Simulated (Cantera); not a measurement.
An isothermal, constant-pressure homogeneous reactor starts with 12.7 % CH4, 87.3 % N2, at 1775 K and 0.0671 atm.

Cantera simulation using GRI-Mech 3.0 (53 species, 325 reactions); the numbers are that mechanism's predictions, not measurements. GRI-Mech 3.0 stops at C3 and has no aromatics, soot or wall deposition, so with more carbon than oxygen in the feed, carbon stays in small species such as C2H2 where larger ones or solid carbon would form.

**Question.** Predict: x(CH4) at 4.00 s; x(C2H) at 4.00 s; x(CH2) at 4.00 s; x(C2H2) at 4.00 s; x(HCN) at 4.00 s; x(H) at 4.00 s.

**Answer.** 
```json
{
 "x(CH4) at 4.00 s": "0.000145 (gas-phase equilibrium 4.62e-5)",
 "x(C2H) at 4.00 s": "1.20e-6 (gas-phase equilibrium 4.22e-7)",
 "x(CH2) at 4.00 s": "2.38e-8 (gas-phase equilibrium 7.61e-9)",
 "x(C2H2) at 4.00 s": "0.0563 (gas-phase equilibrium 0.0198)",
 "x(HCN) at 4.00 s": "1.94e-5 (gas-phase equilibrium 0.0732)",
 "x(H) at 4.00 s": "0.000459 (gas-phase equilibrium 0.000459)"
}
```
